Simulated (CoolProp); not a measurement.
A closed Brayton cycle with dry air: compressor inlet 323.15 K and 5.3 MPa, high pressure 14.4 MPa, turbine inlet 875 K, compressor efficiency 0.85, turbine efficiency 0.9, recuperator effectiveness 0.8 (on enthalpy, no pinch check). Each further row changes one setting.

The numbers come from the reference Helmholtz-energy equation of state, Lemmon 2000 in CoolProp. It is a pseudo-pure fit of the blend.

| case | thermal efficiency (%) | net work (kJ/kg) | compressor to turbine work | compressor exit (K) | turbine exit (K) |
|---|---|---|---|---|---|
| as stated | 29.0 | 75.9 | 0.63 | 449.8 | 692.9 |
| turbine inlet 825 K | 26.6 | 64.1 | (withheld) | 449.8 | (withheld) |
| compressor inlet 333.15 K | 27.8 | 71.7 | 0.65 | (withheld) | 692.9 |
| high pressure 12.2 MPa | 28.8 | (withheld) | 0.60 | (withheld) | 720.4 |
| recuperator effectiveness 0.5 | 22.4 | 75.9 | 0.63 | 449.8 | 692.9 |

What belongs in the gaps?


- turbine inlet 825 K, compressor to turbine work: 0.67
- turbine inlet 825 K, turbine exit (K): 651.7
- compressor inlet 333.15 K, compressor exit (K): 463.5
- high pressure 12.2 MPa, net work (kJ/kg): 69.7
- high pressure 12.2 MPa, compressor exit (K): 426.3
